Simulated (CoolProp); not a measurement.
Ammonia at 502.85 K and 6.05 MPa is throttled through a valve to 2.58 MPa with no heat exchange. Each further row changes one setting.

Computed with CoolProp (reference Helmholtz-energy equation of state, Gao 2020).

```json
[
 {"case": "as stated", "temperature change (K)": "(withheld)", "final density (kg/m³)": "(withheld)"},
 {"case": "outlet pressure 0.774 MPa", "temperature change (K)": "(withheld)", "final density (kg/m³)": "3.41"},
 {"case": "outlet pressure 3.35 MPa", "temperature change (K)": "(withheld)", "final density (kg/m³)": "(withheld)"}
]
```

Problem. Fill in the missing entries.

Solution. 
- as stated, temperature change (K): -19.4
- as stated, final density (kg/m³): 11.4
- outlet pressure 0.774 MPa, temperature change (K): -30.8
- outlet pressure 3.35 MPa, temperature change (K): -14.8
- outlet pressure 3.35 MPa, final density (kg/m³): 14.9
